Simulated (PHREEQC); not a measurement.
Dissolve 0.00056 mol Ca(HCO3)2, 0.00068 mol Na2CO3 and 0.25 mol MgSO4 per kg of water at 25 °C. Closed to the air; pH follows from the charge balance.

All values are PHREEQC results (ion-association model, wateq4f.dat), not measurements.

No solid was allowed to form.

Estimate the pH, ionic strength.

pH 8.81; ionic strength 0.409 mol/kgw.

In which forms is Mg present?

MgSO4 59 %, Mg+2 41 % of the Mg.

Examples of supersaturated solids here: Magnesite (slow to form). Others may be too.
